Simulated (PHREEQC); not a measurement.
Brine

Consider water at 25 °C and 50 atm with 1.7 mol/kgw KCl, 0.049 mol/kgw K2SO4 and 0.4 mol/kgw KBr. Closed to the air; pH follows from the charge balance.

All values are PHREEQC results (Pitzer model, pitzer.dat), not measurements.

```json
{
 "ionic_strength": "2.25 mol/kgw",
 "activity_of_water": "0.931",
 "density": "1.107 g/cm³",
 "osmotic_coefficient": "0.911"
}
```

```csv
species,molality,activity,log γ
K+,2.20,1.24,-0.248
Cl-,1.70,0.972,-0.243
Br-,0.400,0.237,-0.228
SO4-2,0.0490,0.00184,-1.427
OH-,1.38e-7,9.59e-8,-0.157
H+,9.83e-8,1.02e-7,0.015
HSO4-,3.94e-8,1.71e-8,-0.361
```

This is a speciation only: nothing precipitates in the calculation. Under pressure, the constants of complexes without a molar volume in the database are unreliable.
